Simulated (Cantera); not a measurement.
Cantera run, input and output.

```python
import numpy as np
import cantera as ct

gas = ct.Solution("gri30.yaml")
gas.TPX = 1625, 101325, {'CH4': 1, 'H2O': 0.4, 'H2': 0.92}
reactor = ct.IdealGasConstPressureReactor(gas, energy="off", clone=False)
net = ct.ReactorNet([reactor])
net.rtol, net.atol = 1e-08, 1e-18
show = ['CH4', 'H2O', 'H2', 'C2H4', 'OH', 'CO']
times = np.geomspace(0.0008, 80, 11)

steps = ct.SolutionArray(gas, extra=["t"])
rows = []
print(f"{'t/s':>10s}{'T/K':>9s}{'P/Pa':>11s}" + "".join(f"{s:>11s}" for s in show))
for t in times:
    while net.time < t:
        t_next = net.step()
        steps.append(gas.state, t=t_next)
    rows.append([np.interp(t, steps.t, y) for y in (steps.T, steps.P, *steps(*show).X.T)])
    print(f"{t:10.3e}{rows[-1][0]:9.1f}{rows[-1][1]:11.4g}" + "".join(f"{x:11.3e}" for x in rows[-1][2:]))
rate = np.gradient(steps.T, steps.t)
print("integrator steps:", len(steps.t))
if steps.T.max() > steps.T[0] + 200:
    print(f"time of steepest temperature rise: {steps.t[rate.argmax()]:.4e} s")
gas.TPX = 1625, 101325, {'CH4': 1, 'H2O': 0.4, 'H2': 0.92}
gas.equilibrate("TP")
print(f"equilibrium (TP): T = {gas.T:.1f} K  " + "  ".join(f"{s} {gas[s].X[0]:.3e}" for s in show))
```

Result:

```
       t/s      T/K       P/Pa        CH4        H2O         H2       C2H4         OH         CO
 8.000e-04   1625.0  1.013e+05  4.249e-01  1.720e-01  4.002e-01  1.427e-03  4.991e-07  4.842e-06
 2.530e-03   1625.0  1.013e+05  4.105e-01  1.706e-01  4.106e-01  4.073e-03  5.032e-07  2.571e-05
 8.000e-03   1625.0  1.013e+05  3.689e-01  1.656e-01  4.425e-01  5.175e-03  4.893e-07  1.053e-04
 2.530e-02   1625.0  1.013e+05  2.798e-01  1.543e-01  5.118e-01  4.841e-03  4.622e-07  4.868e-04
 8.000e-02   1625.0  1.013e+05  1.601e-01  1.378e-01  6.055e-01  5.682e-03  4.339e-07  2.252e-03
 2.530e-01   1625.0  1.013e+05  7.590e-02  1.193e-01  6.762e-01  6.964e-03  4.082e-07  9.164e-03
 8.000e-01   1625.0  1.013e+05  5.405e-02  9.234e-02  7.101e-01  6.809e-03  3.241e-07  2.940e-02
 2.530e+00   1625.0  1.013e+05  4.896e-02  5.069e-02  7.425e-01  5.706e-03  1.741e-07  6.545e-02
 8.000e+00   1625.0  1.013e+05  4.379e-02  1.320e-02  7.718e-01  4.594e-03  4.451e-08  9.991e-02
 2.530e+01   1625.0  1.013e+05  4.178e-02  4.469e-04  7.819e-01  4.193e-03  1.499e-09  1.120e-01
 8.000e+01   1625.0  1.013e+05  4.171e-02  1.429e-06  7.822e-01  4.179e-03  4.797e-12  1.125e-01
integrator steps: 1392
equilibrium (TP): T = 1625.0 K  CH4 4.171e-02  H2O 1.427e-06  H2 7.822e-01  C2H4 4.179e-03  OH 4.790e-12  CO 1.125e-01
```

Detailed kinetics in Cantera: GRI-Mech 3.0 (53 species, 325 reactions). GRI-Mech 3.0 stops at C3 and has no aromatics, soot or wall deposition, so with more carbon than oxygen in the feed, carbon stays in small species such as C2H2 where larger ones or solid carbon would form.
